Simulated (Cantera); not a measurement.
Charge: 1 mol Si, 1.4 mol HCl, 9.9 mol N₂, equilibrated at 0.00140 bar.

These are equilibrium values from Cantera (NASA tables, ideal gas, pure condensed phases), not measurements of a reactor. Candidate condensed phases: NH₄Cl, Si, Si₃N₄; 28 gas species. N₂ is the only nitrogen source here; it is nearly inert below about 1500 K, so the nitride shown seldom forms there in practice. The tables' values for SiCl₃ are old estimates; treat these amounts as uncertain. Equilibrium is a limit: real reactors are often held back by kinetics, nucleation or transport.

x: gas mole fraction; n: condensed amount in mol.

```json
[
 {"T (K)": "475", "x N₂": "0.888", "x HCl": "0.0500", "x H₂": "0.0413", "x SiCl₄": "0.0206", "n Si₃N₄(s)": "0.261"},
 {"T (K)": "575", "x N₂": "0.884", "x HCl": "0.0662", "x H₂": "0.0331", "x SiCl₄": "0.0165", "n Si₃N₄(s)": "0.275"},
 {"T (K)": "675", "x N₂": "0.881", "x HCl": "[?]", "x H₂": "[?]", "x SiCl₄": "[?]", "n Si₃N₄(s)": "0.285"},
 {"T (K)": "775", "x N₂": "0.880", "x HCl": "0.0852", "x H₂": "0.0235", "x SiCl₄": "0.0117", "n Si₃N₄(s)": "0.292"},
 {"T (K)": "875", "x N₂": "0.878", "x HCl": "0.0907", "x H₂": "0.0207", "x SiCl₄": "0.0104", "n Si₃N₄(s)": "0.297"},
 {"T (K)": "975", "x N₂": "0.877", "x HCl": "0.0946", "x H₂": "0.0187", "x SiCl₄": "0.00933", "n Si₃N₄(s)": "0.300"},
 {"T (K)": "1075", "x N₂": "0.877", "x HCl": "0.0975", "x H₂": "0.0172", "x SiCl₄": "[?]", "n Si₃N₄(s)": "0.303"},
 {"T (K)": "1175", "x N₂": "0.876", "x HCl": "0.0991", "x H₂": "0.0164", "x SiCl₄": "0.00733", "n Si₃N₄(s)": "0.302"},
 {"T (K)": "1275", "x N₂": "0.874", "x HCl": "0.0969", "x H₂": "0.0172", "x SiCl₄": "0.00470", "n Si₃N₄(s)": "0.292"}
]
```

Q: Some entries are withheld; supply them.

A: 
- 675, x HCl: 0.0775
- 675, x H₂: 0.0274
- 675, x SiCl₄: 0.0137
- 1075, x SiCl₄: 0.00847
